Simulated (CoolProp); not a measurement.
Vapour-liquid equilibrium of ethane (1) + C2F6 (R116) (2) at 268.5 K; x and y are mole fractions of (1).

Model: multi-fluid Helmholtz-energy mixture model, Bücker 2006 and Lemmon 2006; pair parameters Bell 2016, in CoolProp.

```json
[
 {"x": "0.05", "bubble pressure, mixture model (kPa)": "1750", "bubble pressure, Raoult's law (kPa)": "1653", "y, mixture model": "0.088", "y, Raoult's law": "0.064"},
 {"x": "0.15", "bubble pressure, mixture model (kPa)": "1982", "bubble pressure, Raoult's law (kPa)": "1703", "y, mixture model": "0.235", "y, Raoult's law": "0.188"},
 {"x": "0.25", "bubble pressure, mixture model (kPa)": "2184", "bubble pressure, Raoult's law (kPa)": "1753", "y, mixture model": "0.350", "y, Raoult's law": "0.304"},
 {"x": "0.35", "bubble pressure, mixture model (kPa)": "2345", "bubble pressure, Raoult's law (kPa)": "1803", "y, mixture model": "0.442", "y, Raoult's law": "0.413"},
 {"x": "0.45", "bubble pressure, mixture model (kPa)": "2461", "bubble pressure, Raoult's law (kPa)": "1853", "y, mixture model": "0.519", "y, Raoult's law": "0.517"},
 {"x": "0.55", "bubble pressure, mixture model (kPa)": "2531", "bubble pressure, Raoult's law (kPa)": "1904", "y, mixture model": "0.588", "y, Raoult's law": "0.615"},
 {"x": "0.65", "bubble pressure, mixture model (kPa)": "2557", "bubble pressure, Raoult's law (kPa)": "1954", "y, mixture model": "0.652", "y, Raoult's law": "0.708"},
 {"x": "0.75", "bubble pressure, mixture model (kPa)": "2535", "bubble pressure, Raoult's law (kPa)": "2004", "y, mixture model": "0.719", "y, Raoult's law": "0.797"},
 {"x": "0.85", "bubble pressure, mixture model (kPa)": "2453", "bubble pressure, Raoult's law (kPa)": "2054", "y, mixture model": "0.799", "y, Raoult's law": "0.881"},
 {"x": "0.95", "bubble pressure, mixture model (kPa)": "2275", "bubble pressure, Raoult's law (kPa)": "2104", "y, mixture model": "0.914", "y, Raoult's law": "0.961"}
]
```

The largest gap from Raoult's law is +32.9 % in bubble pressure, at x = 0.55. y crosses x between x = 0.65 and 0.75: the model has an azeotrope there.

Pair parameters are fitted to limited data, so mixtures are less certain than the pure fluids.
